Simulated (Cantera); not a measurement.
An isothermal plug-flow reactor at 1148 K and 5.60 bar (inlet), inlet velocity 0.87 m/s, active area per volume 710 1/m; feed 0.244 % CH₄, 8.01 % O₂, 91.7 % N₂, equivalence ratio 0.061.

Model: Deutschmann's 1995 Pt surface mechanism with GRI-Mech 3.0 gas chemistry, integrated in Cantera. Catalytic surfaces can have several steady states; this one follows from the mechanism file's or the stated starting coverage. Mass transfer to the wall is taken as infinitely fast.

Problem. Predict: x(CH₄) at z = 0.014 m; x(O₂) at z = 0.014 m; x(H₂O) at z = 0.014 m; x(CO₂) at z = 0.014 m; x(CO) at z = 0.014 m; θ(free Pt) at the exit; θ(O*) at the exit; θ(OH*) at the exit.

Solution. 
```
Quantity                   Value
----------------------  --------
x(CH₄) at z = 0.014 m   0.000352
x(O₂) at z = 0.014 m      0.0761
x(H₂O) at z = 0.014 m    0.00408
x(CO₂) at z = 0.014 m    0.00200
x(CO) at z = 0.014 m     9.17e-7
θ(free Pt) at the exit     0.268
θ(O*) at the exit          0.730
θ(OH*) at the exit       0.00191
```
